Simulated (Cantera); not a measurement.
A closed system holds: 1 mol Al2O3, 1.3 mol SiCl4, 9.7 mol Cl2, at 750 K and 75.0 mbar.

Cantera equilibrium calculation (NASA polynomials, part measured and part estimated; ideal gas, pure solids and liquids). Candidate condensed phases: Al, AlCl3, Al2O3, Al2SiO5, Al6Si2O13, Si, SiO2; 26 gas species. Condensed phases not in the tables: AlOCl, alloys, solid solutions and most ternary compounds. Kinetics and transport are ignored.

Base state: Cl2 0.871, SiCl4 0.0716, AlCl3 0.0551, Al2Cl6 0.00250 (mole fractions); condensed: Al2O3(s) + Al2SiO5(andalusite).

What changes in the equilibrium state with this change: Al2O3 replaced by TiO2?


| species | before | after |
|---|---|---|
| Cl2 | 0.871 | 0.882 |
| TiCl4 | 0 | 0.0909 |
| SiCl4 | 0.0716 | 0.0273 |
| AlCl3 | 0.0551 | 0 |
| Al2Cl6 | 0.00250 | 0 |
| Al2O3(s), mol | 0.163 | 0 |
| Al2SiO5(andalusite), mol | 0.502 | 0 |
| SiO2(α-quartz), mol | 0 | 1.00 |
Further candidate phases: Ti, TiCl2, TiCl3, TiCl4, TiO, TiO2, Ti2O3, Ti3O5, Ti4O7.

What changes in the equilibrium state with this change: pressure from 75.0 mbar to 10.0 mbar?


```csv
species,before,after
Cl2,0.871,0.867
AlCl3,0.0551,0.0704
SiCl4,0.0716,0.0625
Al2Cl6,0.00250,0.000544
Cl,9.24e-6,2.53e-5
"Al2O3(s), mol",0.163,0
"Al2SiO5(andalusite), mol",0.502,0.600
```

What changes in the equilibrium state with this change: pressure from 75.0 mbar to 1.33 mbar?


```csv
species,before,after
Cl2,0.871,0.866
AlCl3,0.0551,0.0713
SiCl4,0.0716,0.0625
Al2Cl6,0.00250,7.44e-5
Cl,9.24e-6,6.91e-5
"Al2O3(s), mol",0.163,0
"Al2SiO5(andalusite), mol",0.502,0.600
```
